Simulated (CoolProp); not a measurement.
The numbers come from the reference Helmholtz-energy equation of state, Leachman 2009 in CoolProp.

**Question.** Give the vapour pressure (MPa), liquid density (kg/m³), vapour density (kg/m³), liquid cp (kJ/(kg K)) of saturated normal hydrogen at 24, 24.8 K.

**Answer.** 
| T (K) | p (MPa) | liquid density (kg/m³) | vapour density (kg/m³) | liquid cp (kJ/(kg K)) |
|---|---|---|---|---|
| 24 | 0.258 | 66.2 | 3.16 | 12.3 |
| 24.8 | 0.308 | 65.0 | 3.74 | 13.1 |
